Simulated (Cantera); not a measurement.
A Cantera script and what it prints.

```python
import numpy as np
import cantera as ct

gas_names = [...]  # 123 gases of nasa_gas.yaml made of C, H, O, Si
cond_names = """
    C(gr) C6H6(L) C7H8(L) C8H18(L),n-octa H2O(s) H2O(L) Si(cr) Si(L) SiC(b) SiO2(Lqz) SiO2(hqz) SiO2(L)
""".split()


# ... load() reads the species with a 1 bar reference pressure and builds the phases ...
atoms = {
    'Si': {'Si': 1},
    'CO2': {'C': 1, 'O': 2},
    'H2': {'H': 2},
    'O2': {'O': 2},
}
top_T = {'C(gr)': 4500, 'SiC(b)': 3050}  # K; cautious upper limits of use, not melting points


# ... equilibrate(T, P, feed) seeds the gas with the atoms and calls Mixture.equilibrate('TP', solver="vcs", rtol=1e-11, max_steps=5000) ...
results = []
feed = {'Si': 1, 'CO2': 3.5, 'H2': 580, 'O2': 0.098}  # mol
P = 7.6  # Pa
for T in [1050, 1125, 1200, 1275, 1350, 1425, 1500]:
    mix = equilibrate(T, P, feed)
    results.append((T, P, feed, dict(zip(mix.species_names, mix.species_moles))))

top = {s: max(r[3][s] / sum(r[3][g] for g in gas_names) for r in results) for s in gas_names}
cols = sorted((s for s in top if top[s] > 0.0001), key=lambda s: -top[s])[:7]
seen = [c for c in cond_names if any(r[3].get(c, 0) > 1e-12 for r in results)]
print("log10 of partial pressures in bar; condensed amounts in mol")
print(f"{'T/K':>10s}" + "".join(f"{s[:9]:>10s}" for s in cols + seen))
for T, P, feed, n in results:
    ng = sum(n[g] for g in gas_names)
    print(f"{T:10.4g}" + "".join(f"{np.log10(max(n[s] / ng * P / 1e5, 1e-99)):10.3f}" for s in cols)
          + "".join(f"{n.get(c, 0):10.4g}" for c in seen))
```

Output:

```
log10 of partial pressures in bar; condensed amounts in mol
       T/K        H2        CO       H2O         H       SiO SiO2(hqz)
      1050    -4.123    -6.343    -6.659   -10.152   -14.387         1
      1125    -4.123    -6.342    -6.658    -9.414   -12.564         1
      1200    -4.123    -6.342    -6.658    -8.766   -10.972    0.9999
      1275    -4.123    -6.342    -6.657    -8.194    -9.573    0.9979
      1350    -4.123    -6.342    -6.648    -7.684    -8.341     0.965
      1425    -4.124    -6.342    -6.571    -7.228    -7.312    0.6256
      1500    -4.125    -6.343    -6.457    -6.817    -6.886         0
```

These are equilibrium values from Cantera (NASA tables, ideal gas, pure condensed phases), not measurements of a reactor. The tables hold silica as quartz up to 1696 K and as liquid above; real silica turns to tridymite and cristobalite and melts near 1996 K.
